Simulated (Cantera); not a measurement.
# Gas-phase reforming

An isothermal, constant-pressure homogeneous reactor starts with CH₄ : H₂O : H₂ = 1 : 3.2 : 2 (molar parts), at 1400 K and 0.132 atm.

Cantera simulation using GRI-Mech 3.0 (53 species, 325 reactions); the numbers are that mechanism's predictions, not measurements.

```
t (s)     x CH₄  x H₂O   x H₂    x CH₂O     x CO₂   x HO₂   x CH₂CO
--------  -----  -----  -----  --------  --------  ------  --------
1.00e-5   0.161  0.516  0.323    <1e-12    <1e-12  <1e-12    <1e-12
5.62e-5   0.161  0.516  0.323    <1e-12    <1e-12  <1e-12    <1e-12
0.000316  0.161  0.516  0.323  2.19e-12    <1e-12  <1e-12    <1e-12
0.00178   0.161  0.516  0.323  3.70e-10    <1e-12  <1e-12    <1e-12
0.0100    0.161  0.516  0.323   3.14e-8    <1e-12  <1e-12    <1e-12
0.0562    0.161  0.516  0.323   2.06e-7  7.49e-10  <1e-12  8.81e-10
0.316     0.160  0.516  0.324   2.24e-7   6.74e-8  <1e-12   1.11e-7
1.78      0.152  0.512  0.332   2.12e-7   3.24e-6  <1e-12   1.22e-6
10.0      0.117  0.495  0.368   1.63e-7  0.000199  <1e-12   5.47e-6
```
x: mole fraction; the columns are a selection and need not sum to one.

Equilibrium at this temperature and pressure: CH₄ 2.87e-8, H₂O 0.249, H₂ 0.629, CH₂O 3.91e-9, CO₂ 0.0189, HO₂ <1e-12, CH₂CO <1e-12 (gas phase only).
